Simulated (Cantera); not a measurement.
A closed system holds: 1 mol BF₃, 0.36 mol O₂, 48 mol H₂, held at 1600 K.

Cantera equilibrium calculation (NASA polynomials, part measured and part estimated; ideal gas, pure solids and liquids). Candidate condensed phases: B, B₂O₃, B₃O₃H₃, H₂O; 43 gas species. The tables' values for BF₂ are old estimates; treat these amounts as uncertain. Gases not in the tables: H₃BO₃. The numbers say what is thermodynamically allowed, not how fast it happens.

Q: At 750 Torr, list the 7 most abundant gas species with their mole fractions, and the condensed phases.

A: H₂ 0.953, HF 0.0245, BOF 0.0111, BF₃ 0.00792, H₂O 0.00238, BHF₂ 0.000433, HBO₂ 0.000385. Condensed: gas only.
